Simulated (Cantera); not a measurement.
A perfectly stirred reactor is fed with 28.7 % H2, 14.9 % O2, 56.2 % N2, 0.155 % NO, at 19.7 atm; it is adiabatic with a 673 K inlet, and is followed from long to short residence time, starting on the burning branch (τ in s: 0.31, 0.11, 0.038, 0.013, 0.0047, 0.0017, 0.00059, 0.00021, 7.3e-05).

Computed with Cantera and GRI-Mech 3.0 (53 species, 325 reactions). The hydrogen kinetics of GRI-Mech 3.0 are dated; newer H2 mechanisms differ, most at raised pressure. The pressure lies above the range GRI-Mech 3.0 was tuned for (to about 10 atm). The mechanism lacks 2 NO + O2 → 2 NO2 and HONO, so NO2 and the effect of NO are under-described below about 1400 K.

Task: Predict: blow-out, bracketed by the residence times tried; x(H2) at τ = 0.310 s; x(O2) at τ = 0.310 s; x(NO) at τ = 0.310 s; x(O) at τ = 0.310 s; x(H2O2) at τ = 0.310 s; x(H2) at τ = 4.70 ms; x(O2) at τ = 4.70 ms; x(NO) at τ = 4.70 ms; x(O) at τ = 4.70 ms; x(H2O2) at τ = 4.70 ms.

Result: 
| Property | Result |
|---|---|
| blow-out, bracketed by the residence times tried | burning at 73.0 µs, the shortest tried |
| x(H2) at τ = 0.310 s | 0.00956 |
| x(O2) at τ = 0.310 s | 0.00790 |
| x(NO) at τ = 0.310 s | 0.00521 |
| x(O) at τ = 0.310 s | 0.000586 |
| x(H2O2) at τ = 0.310 s | 1.21e-6 |
| x(H2) at τ = 4.70 ms | 0.00964 |
| x(O2) at τ = 4.70 ms | 0.00809 |
| x(NO) at τ = 4.70 ms | 0.00488 |
| x(O) at τ = 4.70 ms | 0.000598 |
| x(H2O2) at τ = 4.70 ms | 1.23e-6 |
